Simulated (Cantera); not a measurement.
Charge: 1 mol Cr₂O₃, a varied amount of H₂, equilibrated at 1650 K and 0.000330 bar.

Equilibrium computed with Cantera from the NASA thermochemical tables; the gas is ideal and each condensed phase is pure. Candidate condensed phases: Cr, Cr₂O₃, H₂O; 13 gas species. The numbers say what is thermodynamically allowed, not how fast it happens.

At 320 mol H₂, list the 5 most abundant gas species with their mole fractions, and the condensed phases.

H₂ 0.981, H₂O 0.00861, Cr 0.00573, H 0.00495, CrO 2.09e-5. Condensed: Cr₂O₃(s).
